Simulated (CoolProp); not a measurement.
Properties of octamethyltrisiloxane (MDM) along the isobar 1180 kPa.

Computed with CoolProp (reference Helmholtz-energy equation of state, Thol 2017).

```
T (K)   phase  density (kg/m³)  cv (kJ/(kg K))  speed of sound (m/s)  expansivity (1/kK)  fugacity coefficient
-----  ------  ---------------  --------------  --------------------  ------------------  --------------------
340.7  liquid            774.0           1.572                 784.7               1.333              0.004993
346.2  liquid            768.3           1.586                 767.0               1.352              0.006392
351.8  liquid            762.5           1.600                 749.2               1.372              0.008132
357.4  liquid            756.6           1.614                 731.4               1.393               0.01024
363    liquid            750.6           1.629                 713.7               1.416               0.01278
368.5  liquid            744.8           1.643                 696.5               1.439               0.01573
374.1  liquid            738.7           1.657                 679.1               1.464               0.01928
379.7  liquid            732.7           1.671                 661.7               1.491               0.02343
385.2  liquid            726.6           1.685                 644.8               1.518               0.02817
390.8  liquid            720.4           1.700                 627.7               1.548               0.03371
396.4  liquid            714.1           1.714                 610.6               1.580               0.04007
402    liquid            707.8           1.728                 593.7               1.614               0.04729
407.5  liquid            701.5           1.742                 577.1               1.649               0.05531
413.1  liquid            694.9           1.757                 560.3               1.688               0.06447
418.7  liquid            688.3           1.771                 543.6               1.729               0.07469
```
